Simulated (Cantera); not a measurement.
A jet of 2.12 % CH4, 9.71 % O2, 88.2 % N2, equivalence ratio 0.44 at 300 K and 0.0270 bar hits a platinum plate 2 cm away at a mass flux of 0.089 kg/m²/s; the plate temperature is set and raised in steps from an oxygen-covered start.

Model: Deutschmann's 1995 Pt surface mechanism with GRI-Mech 3.0 gas chemistry, integrated in Cantera. Catalytic surfaces can have several steady states; this one follows from the mechanism file's or the stated starting coverage.

One state of this run: wall x CH4 = 0.0183; wall x O2 = 0.0909; wall x H2O = 0.00550; wall x OH = 2.28e-8; wall x CO = 8.23e-6; wall x CO2 = 0.00357; θ free Pt = 0.275; θ O* = 0.724. x: mole fraction at the wall; θ: surface coverage.

Problem. Which value of plate T (K) does it belong to?
(A) 950
(B) 900
(C) 1100
(D) 1050

Solution. B, 900
